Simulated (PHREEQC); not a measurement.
PHREEQC input (ion-association model, wateq4f.dat):

```
SOLUTION_MASTER_SPECIES
  An  An-  0  An  62.0  # stands for a non-complexing anion
SOLUTION_SPECIES
  An- = An-
    -log_k 0
    -gamma 3.0 0
PHASES
  Fix_H+
    H+ = H+
    -log_k 0
SOLUTION 1
  temp 25
  units mmol/kgw
  pH 7 charge
  S(6) 4.4e-05
  Cu(2) 4.4e-05
  Na 1
  An 1
END
SELECTED_OUTPUT 1
  -reset false
  -pH true
  -pe true
  -ionic_strength true
  -water true
  -totals Cu Na S Cu(1) Cu(2) S(-2) S(6)
  -molalities Hfo_wOH Hfo_wOH2+ Hfo_wO- Hfo_sOH Hfo_sOH2+ Hfo_sO- Hfo_sOCu+ Hfo_wOCu+ Hfo_wSO4- Hfo_wOHSO4-2
  -saturation_indices Cu(OH)2 Brochantite Antlerite Mirabilite Chalcanthite
USER_PUNCH 1
  -headings sigma psi
  10 PUNCH EDL("sigma", "Hfo"), EDL("psi", "Hfo")
PRINT
  -reset false
USE solution 1
SURFACE 1
  Hfo_wOH 3.59551e-05 600 0.016
  Hfo_sOH 8.98876e-07
EQUILIBRIUM_PHASES 1
  Fix_H+ -4 HAn 10
    -force_equality true
  O2(g) -0.68 10
END
# ... the last block is repeated for the other 12 points of pH, with NaOH or the acid as the point needs
```

Selected output (columns that matter, 13 of 13 rows; pH added in front):

```
pH	mu	Cu	Na	S	m_Hfo_wOH	m_Hfo_wOH2+	m_Hfo_wO-	si_Cu(OH)2	si_Brochantite	si_Antlerite	si_Mirabilite	si_Chalcanthite	sigma	psi
4	0.0011096	4.3944e-08	0.001	2.2842e-11	2.2611e-05	1.2352e-05	9.4821e-07	-8.0609	-31.735	-25.264	-15.63	-15.492	0.1167	0.21016
4.5	0.0010367	4.3583e-08	0.001	9.7618e-11	2.5149e-05	9.1844e-06	1.5776e-06	-7.0626	-28.106	-22.634	-14.993	-14.859	0.077562	0.19092
5	0.001013	4.0946e-08	0.001	5.2368e-10	2.6495e-05	7.1744e-06	2.2415e-06	-6.0894	-24.483	-19.983	-14.262	-14.154	0.050029	0.16903
5.5	0.0010049	2.7364e-08	0.001	3.1933e-09	2.7137e-05	5.9281e-06	2.8459e-06	-5.2657	-21.402	-17.727	-13.476	-13.545	0.031131	0.14497
6	0.001002	7.2103e-09	0.001	1.6221e-08	2.742e-05	5.1668e-06	3.3337e-06	-4.8545	-20.051	-16.787	-12.77	-13.428	0.018706	0.11919
6.5	0.0010009	1.0919e-09	0.001	3.6455e-08	2.754e-05	4.7121e-06	3.6875e-06	-4.7454	-20.263	-17.108	-12.418	-13.967	0.010832	0.092092
7	0.0010004	2.8312e-10	0.001	4.3002e-08	2.758e-05	4.45e-06	3.916e-06	-4.7121	-21.058	-17.936	-12.347	-14.862	0.0059162	0.064021
7.5	0.0010003	1.9688e-10	0.0010001	4.3891e-08	2.7592e-05	4.2906e-06	4.0648e-06	-4.6954	-21.982	-18.877	-12.338	-15.836	0.0027627	0.035391
8	0.0010011	1.9083e-10	0.0010011	4.3988e-08	2.7594e-05	4.178e-06	4.1751e-06	-4.6838	-22.935	-19.841	-12.336	-16.824	0.0004707	0.006498
8.5	0.0010035	1.9404e-10	0.0010035	4.3999e-08	2.7592e-05	4.0748e-06	4.2803e-06	-4.6729	-23.892	-20.809	-12.334	-17.813	-0.0016751	-0.022439
9	0.0010107	1.9993e-10	0.0010109	4.4e-08	2.7584e-05	3.9482e-06	4.415e-06	-4.6593	-24.837	-21.768	-12.328	-18.799	-0.0043644	-0.051213
9.5	0.0010334	2.0978e-10	0.0010338	4.4e-08	2.756e-05	3.7609e-06	4.6266e-06	-4.6383	-25.754	-22.706	-12.309	-19.779	-0.0084703	-0.079566
10	0.0011048	2.2798e-10	0.0011056	4.4e-08	2.7486e-05	3.4602e-06	5.0016e-06	-4.6023	-26.612	-23.6	-12.254	-20.745	-0.015424	-0.10707
```

Species that the database lacks are ignored. The database's constant for dissolved Cu(OH)2 is higher than later reviews accept.
